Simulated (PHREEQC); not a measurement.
PHREEQC input (ion-association model, wateq4f.dat):

```
SOLUTION_MASTER_SPECIES
  An  An-  0  An  62.0  # stands for a non-complexing anion
SOLUTION_SPECIES
  An- = An-
    -log_k 0
    -gamma 3.0 0
PHASES
  Fix_H+
    H+ = H+
    -log_k 0
SOLUTION 1
  temp 25
  units mmol/kgw
  pH 7 charge
  Na 1
  An 1
END
SELECTED_OUTPUT 1
  -reset false
  -pH true
  -pe true
  -ionic_strength true
  -water true
  -totals Na
  -molalities Hfo_wOH Hfo_wOH2+ Hfo_wO- Hfo_sOH Hfo_sOH2+ Hfo_sO-
USER_PUNCH 1
  -headings sigma psi
  10 PUNCH EDL("sigma", "Hfo"), EDL("psi", "Hfo")
PRINT
  -reset false
USE solution 1
SURFACE 1
  Hfo_wOH 8.76404e-05 600 0.039
  Hfo_sOH 2.19101e-06
EQUILIBRIUM_PHASES 1
  Fix_H+ -4 HAn 10
    -force_equality true
  O2(g) -0.68 10
END
# ... the last block is repeated for the other 12 points of pH, with NaOH or the acid as the point needs
```

Selected output (columns that matter, 13 of 13 rows; pH added in front):

```
pH	mu	Na	m_Hfo_wOH	m_Hfo_wOH2+	m_Hfo_wO-	m_Hfo_sOH	m_Hfo_sOH2+	m_Hfo_sO-	sigma	psi
4	0.0011179	0.001	5.5236e-05	3.0081e-05	2.3236e-06	1.3809e-06	7.5202e-07	5.809e-08	0.11732	0.21024
4.67	0.0010303	0.001	6.2819e-05	2.0387e-05	4.4342e-06	1.5705e-06	5.0968e-07	1.1086e-07	0.06743	0.1839
5.33	0.0010093	0.001	6.5873e-05	1.5248e-05	6.5191e-06	1.6468e-06	3.8121e-07	1.6298e-07	0.036897	0.15354
6	0.0010033	0.001	6.6907e-05	1.2583e-05	8.1501e-06	1.6727e-06	3.1457e-07	2.0375e-07	0.018737	0.11924
6.67	0.0010013	0.001	6.7192e-05	1.1274e-05	9.1737e-06	1.6798e-06	2.8186e-07	2.2934e-07	0.0088796	0.082536
7.33	0.0010005	0.001	6.7261e-05	1.0626e-05	9.7537e-06	1.6815e-06	2.6564e-07	2.4384e-07	0.0036859	0.045042
8	0.001001	0.0010009	6.7275e-05	1.0237e-05	1.0128e-05	1.6819e-06	2.5593e-07	2.532e-07	0.0004613	0.0063695
8.67	0.0010052	0.0010055	6.7269e-05	9.8898e-06	1.0482e-05	1.6817e-06	2.4725e-07	2.6205e-07	-0.0025023	-0.032381
9.33	0.001023	0.0010239	6.7226e-05	9.3952e-06	1.102e-05	1.6806e-06	2.3488e-07	2.7549e-07	-0.0068653	-0.070122
10	0.0011058	0.0011077	6.7024e-05	8.4783e-06	1.2138e-05	1.6756e-06	2.1196e-07	3.0345e-07	-0.015469	-0.1072
10.67	0.0014933	0.0014975	6.6001e-05	6.6638e-06	1.4976e-05	1.65e-06	1.6659e-07	3.7439e-07	-0.035132	-0.14104
11.33	0.0032899	0.0033003	6.0438e-05	3.5359e-06	2.3666e-05	1.511e-06	8.8398e-08	5.9165e-07	-0.085085	-0.16606
12	0.012254	0.012278	3.8878e-05	7.2074e-07	4.8042e-05	9.7194e-07	1.8019e-08	1.201e-06	-0.20001	-0.17617
```

Complexes and solids missing from the database can't appear.
